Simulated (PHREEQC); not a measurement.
A column of 0.1 m (30 cells, dispersivity 0.005 m, 720 s a shift, diffusion coefficient 3e-10 m²/s) holds 0.035 eq of the database's cation exchanger X per kg of pore water, first in equilibrium with 0.65 mmol/kgw ZnSO4, 79 mmol/kgw Na2SO4 and 0.01 mmol/kgw HCl. It is flushed with 0.037 mol/kgw KCl and 1e-05 mol/kgw HCl, at 25 °C. Values are for the last cell. CO2 from the air is kept out. No solid was allowed to form.

Base run: PHREEQC, ion-association model, phreeqc.dat. Each further column changes one thing. The table gives K in solution (mol/kgw).

| pore volumes | base | exchange capacity from 0.035 to 0.018 eq/kgw | dispersivity from 0.005 to 0.01 m |
|---|---|---|---|
| 0 | 0 | 0 | 0 |
| 0.2833 | 2.59e-13 | 1.49e-10 | 1.40e-8 |
| 0.6833 | 7.76e-6 | 0.000230 | 0.000160 |
| 0.95 | 8.87e-5 | 0.00212 | 0.000860 |
| 1.217 | 0.000343 | 0.00862 | 0.00264 |
| 1.617 | 0.00520 | 0.0259 | 0.0113 |
| 1.883 | 0.0206 | 0.0322 | 0.0202 |
| 2.15 | 0.0302 | 0.0349 | 0.0269 |
| 2.417 | 0.0339 | 0.0360 | 0.0310 |
| 2.817 | 0.0356 | 0.0366 | 0.0342 |
| 3.083 | 0.0360 | 0.0368 | 0.0352 |
| 3.35 | 0.0363 | 0.0368 | 0.0358 |
| 3.75 | 0.0365 | 0.0369 | 0.0363 |
| 4.017 | 0.0366 | 0.0369 | 0.0365 |
